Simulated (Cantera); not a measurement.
What does this Cantera script print?

```python
import numpy as np
import cantera as ct

gas_names = """
    H HO2 H2 H2O H2O2 O OH O2 O3 Zr ZrO ZrO2
""".split()
cond_names = """
    H2O(s) H2O(L) Zr(a) Zr(b) Zr(L) ZrO2(a) ZrO2(b) ZrO2(L)
""".split()


# ... load() reads the species with a 1 bar reference pressure and builds the phases ...
atoms = {
    'ZrO2': {'Zr': 1, 'O': 2},
    'H2': {'H': 2},
    'H2O': {'H': 2, 'O': 1},
}
top_T = {}  # K; cautious upper limits of use, not melting points


# ... equilibrate(T, P, feed) seeds the gas with the atoms and calls Mixture.equilibrate('TP', solver="vcs", rtol=1e-11, max_steps=5000) ...
results = []
feed = {'ZrO2': 1, 'H2': 33, 'H2O': 0.035}  # mol
T = 1623  # K
P = 2300  # Pa
mix = equilibrate(T, P, feed)
results.append((T, P, feed, dict(zip(mix.species_names, mix.species_moles))))
print(gas.report(threshold=1e-06))
for i in range(1, mix.n_phases):
    print(f"{mix.phase(i).name:16s} {mix.phase_moles(i):12.5e} mol")
```

Output:

```
       temperature   1623 K
          pressure   2300 Pa
           density   0.00034642 kg/m^3
  mean mol. weight   2.0325 kg/kmol
   phase of matter   gas

                          1 kg             1 kmol
                     ---------------   ---------------
          enthalpy        1.9777e+07        4.0196e+07  J
   internal energy        1.3137e+07        2.6701e+07  J
           entropy        1.0479e+05        2.1299e+05  J/K
    Gibbs function        -1.503e+08       -3.0549e+08  J
 heat capacity c_p             16164             32853  J/K
 heat capacity c_v             12073             24538  J/K

                      mass frac. Y      mole frac. X     chem. pot. / RT
                     ---------------   ---------------   ---------------
                 H        0.00022585         0.0004554           -11.305
                H2           0.99039           0.99849           -22.609
               H2O         0.0093884         0.0010592           -55.136
     [   +9 minor]        1.6931e-07        2.0235e-08

Zr(b)             0.00000e+00 mol
ZrO2(b)           1.00000e+00 mol
```

These are equilibrium values from Cantera (NASA tables, ideal gas, pure condensed phases), not measurements of a reactor.
